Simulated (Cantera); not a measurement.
## Carbon deposition, reforming and gasification: CO + CO2 + N2

Input: 1 mol CO, 2.5 mol CO2, 20 mol N2, equilibrated at 0.100 bar.

Cantera equilibrium calculation (NASA polynomials, part measured and part estimated; ideal gas, pure solids and liquids). Candidate condensed phases: C; 24 gas species. Rates play no part.

From 1502 °C to 2152 °C nothing is condensed. The main C-bearing gas is CO2 throughout.

```csv
T (°C),x N2,x CO2,x CO,x O2
1502,0.851,0.106,0.0426,1.56e-6
1552,0.851,0.106,0.0426,4.40e-6
1602,0.851,0.106,0.0426,1.17e-5
1652,0.851,0.106,0.0427,2.94e-5
1702,0.851,0.106,0.0428,7.02e-5
1752,0.851,0.106,0.0431,0.000159
1802,0.850,0.105,0.0437,0.000339
1852,0.850,0.104,0.0446,0.000679
1902,0.849,0.102,0.0462,0.00126
1952,0.848,0.0999,0.0486,0.00215
2002,0.846,0.0963,0.0519,0.00339
2052,0.843,0.0918,0.0560,0.00495
2102,0.841,0.0864,0.0610,0.00676
2152,0.837,0.0803,0.0666,0.00872
```
x: gas mole fraction; nothing condenses.
